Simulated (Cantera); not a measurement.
Charge: 1 mol Fe₂O₃, a varied amount of CO, equilibrated at 1598 K and 0.000260 bar.

These are equilibrium values from Cantera (NASA tables, ideal gas, pure condensed phases), not measurements of a reactor. Candidate condensed phases: C, Fe, Fe(CO)₅, FeO, Fe₂O₃, Fe₃O₄; 15 gas species. Mutual solubility and eutectic melting of coexisting phases are not modelled. The tables' stoichiometric FeO is somewhat more stable than real wüstite, so its field is too wide. FeO: taken at fixed stoichiometry. The numbers say what is thermodynamically allowed, not how fast it happens.

Task: Which condensed phases are stable at each of these points (n(CO) (mol)): 0.75, 0.97, 1.2, 1.4, 1.6, 1.9, 2.1, 2.3, 2.5, 2.8, 3, 3.2, 3.4?

Result: 
```json
[
 {"n(CO) (mol)": "0.75", "condensed phases": "FeO(s) + Fe₃O₄(s)", "Fe condensed (%)": "100.0"},
 {"n(CO) (mol)": "0.97", "condensed phases": "FeO(s) + Fe₃O₄(s)", "Fe condensed (%)": "100.0"},
 {"n(CO) (mol)": "1.2", "condensed phases": "FeO(s)", "Fe condensed (%)": "100.0"},
 {"n(CO) (mol)": "1.4", "condensed phases": "FeO(s)", "Fe condensed (%)": "100.0"},
 {"n(CO) (mol)": "1.6", "condensed phases": "FeO(s)", "Fe condensed (%)": "100.0"},
 {"n(CO) (mol)": "1.9", "condensed phases": "FeO(s)", "Fe condensed (%)": "99.9"},
 {"n(CO) (mol)": "2.1", "condensed phases": "FeO(s)", "Fe condensed (%)": "99.9"},
 {"n(CO) (mol)": "2.3", "condensed phases": "FeO(s)", "Fe condensed (%)": "99.9"},
 {"n(CO) (mol)": "2.5", "condensed phases": "FeO(s)", "Fe condensed (%)": "99.9"},
 {"n(CO) (mol)": "2.8", "condensed phases": "FeO(s)", "Fe condensed (%)": "99.8"},
 {"n(CO) (mol)": "3", "condensed phases": "FeO(s)", "Fe condensed (%)": "99.8"},
 {"n(CO) (mol)": "3.2", "condensed phases": "FeO(s)", "Fe condensed (%)": "99.8"},
 {"n(CO) (mol)": "3.4", "condensed phases": "FeO(s)", "Fe condensed (%)": "99.7"}
]
```

From 0.75 mol CO to 0.97 mol CO the condensed part is FeO(s) + Fe₃O₄(s). From 1.2 mol CO to 3.4 mol CO the condensed part is FeO(s).
